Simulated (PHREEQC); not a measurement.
Model water analysis in mmol/kgw, 45 °C, pH 1.86, pe 9.2:

| constituent | mmol/kgw |
|---|---|
| Na | 12.6 |
| K | 2.49 |
| Ca | 8.52 |
| Mg | 3.22 |
| Cl | 3.81 |
| S(6) | 31.5 |
| O(0) (counted as O atoms) | 0.157 |

Valence states are taken as typed.

Equilibrium calculation in PHREEQC: ion-association model, phreeqc.dat.

Each row changes one thing in this solution. No solid was allowed to form.

| case | ionic strength (mol/kgw) | HSO4- (mol/kgw) | SO4-2 (mol/kgw) | Ca+2 (mol/kgw) | Mg+2 (mol/kgw) | SI of Gypsum (CaSO4:2H2O) | SI of Halite (NaCl) |
|---|---|---|---|---|---|---|---|
| as made | 0.0647 | 0.0140 | 0.0126 | 0.00559 | 0.00173 | -0.29 | -6.11 |
| Ca from 8.52 to 25.6 mmol/kgw | 0.0872 | 0.0115 | 0.0112 | 0.0185 | 0.00196 | +0.09 | [?] |
| Mg from 3.22 to 6.44 mmol/kgw | 0.0672 | 0.0133 | 0.0120 | 0.00571 | 0.00356 | -0.31 | -6.12 |
| temperature from 45 to 15 °C at the same typed pH | 0.0719 | 0.00972 | 0.0171 | [?] | 0.00205 | -0.18 | -6.09 |

### Question
What belongs in the gaps?

### Answer

- Ca from 8.52 to 25.6 mmol/kgw, SI of Halite (NaCl): -6.13
- temperature from 45 to 15 °C at the same typed pH, Ca+2 (mol/kgw): 0.00548

Species that the database lacks are ignored. Some of these states are supersaturated (in Gypsum, for instance). Constants without temperature data keep their 25 °C values here.
